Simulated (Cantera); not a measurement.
Adiabatic ignition

An adiabatic, constant-volume homogeneous reactor starts with 1.87 % CH4, 0.224 % C2H6, 1.73 % C3H8, 13.7 % O2, 82.4 % N2, at 975 K and 1100000 Pa.

Model: GRI-Mech 3.0 (53 species, 325 reactions), integrated in Cantera. GRI-Mech 3.0 was tuned for natural gas; its chemistry of propane as a main component is partial and can be far from experiment. Below about 1000 K GRI-Mech 3.0 lacks low-temperature oxidation paths.

```
t (s)     T (K)  P (bar)   x CH4   x C2H6  x C3H8      x OH      x CO    x C2H2     x HO2
--------  -----  -------  ------  -------  ------  --------  --------  --------  --------
6.00e-6     975     11.0  0.0187  0.00224  0.0173    <1e-12    <1e-12    <1e-12  4.65e-10
1.86e-5     975     11.0  0.0187  0.00224  0.0173    <1e-12    <1e-12    <1e-12   1.48e-9
5.79e-5     975     11.0  0.0187  0.00224  0.0173    <1e-12    <1e-12    <1e-12   4.64e-9
0.000180    975     11.0  0.0187  0.00224  0.0173  1.42e-12    <1e-12    <1e-12   1.45e-8
0.000558    975     11.0  0.0187  0.00224  0.0173  5.76e-12  8.34e-12    <1e-12   4.61e-8
0.00173     975     11.0  0.0187  0.00224  0.0173  3.25e-11  4.28e-10    <1e-12   1.58e-7
0.00538     975     11.0  0.0187  0.00224  0.0173  2.12e-10   4.34e-8  9.38e-11   5.19e-7
0.0167      975     11.0  0.0187  0.00223  0.0172  7.33e-10   3.32e-6   6.97e-9   1.15e-6
0.0519     2590     30.0  <1e-12   <1e-12  <1e-12   0.00360   0.00825    <1e-12   3.42e-6
0.161      2589     29.9  <1e-12   <1e-12  <1e-12   0.00357   0.00828    <1e-12   3.37e-6
0.500      2589     29.9  <1e-12   <1e-12  <1e-12   0.00357   0.00828    <1e-12   3.37e-6
```
x: mole fraction; the columns are a selection and need not sum to one.

```yaml
time_of_steepest_temperature_rise: 49.7 ms
temperature at 0.500 s: 2589 K
equilibrium_temperature: 2589 K
x(CH4) at 0.500 s: <1e-12 (gas-phase equilibrium <1e-12)
x(C2H6) at 0.500 s: <1e-12 (gas-phase equilibrium <1e-12)
x(C3H8) at 0.500 s: <1e-12 (gas-phase equilibrium <1e-12)
```
